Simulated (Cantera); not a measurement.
Feed: 1 mol Fe, 0.55 mol SO2, 26 mol CO, 0.086 mol O2, equilibrated at 2.50 bar.

Cantera equilibrium calculation (NASA polynomials, part measured and part estimated; ideal gas, pure solids and liquids). Candidate condensed phases: C, Fe, Fe(CO)5, FeO, FeS, FeSO4, FeS2, Fe2O3, Fe2(SO4)3, Fe3O4, S; 25 gas species. Metal and sulfide melt together well below either melting point, which pure phases cannot show. Mutual solubility and eutectic melting of coexisting phases are not modelled. FeS: taken at fixed stoichiometry. The numbers say what is thermodynamically allowed, not how fast it happens.

### Question
At 1673 K, list the 4 most abundant gas species with their mole fractions, and the condensed phases.

### Answer
CO 0.950, CO2 0.0489, COS 0.000629, S2 5.09e-5. Condensed: Fe(δ) + FeS(l).
